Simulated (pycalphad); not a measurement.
Computed with pycalphad from the COST 507 light-alloy database (1999), at 1 atm. No gas phase is included, though pure Mn would boil below 2077 °C. These are 1990s assessments: newer ones move some temperatures and phases. Kinetics are ignored, which matters at the lower temperatures.

### Question
How does the equilibrium phase assembly of Mn-0.72Si (at.%) change on cooling from 2077 °C to 237 °C?

### Answer
```tsv
T (°C)	phases above	phases below
1242.4	liquid	bcc + liquid
1239.7	bcc + liquid	bcc
1143.1	bcc	bcc + fcc
1142.7	bcc + fcc	fcc
1106.0	fcc	β-Mn + fcc
1101.0	β-Mn + fcc	β-Mn
698.8	β-Mn	α-Mn + β-Mn
695.6	α-Mn + β-Mn	α-Mn
```
Changes were sought between steps of 40 K, so a narrower field can be missed.
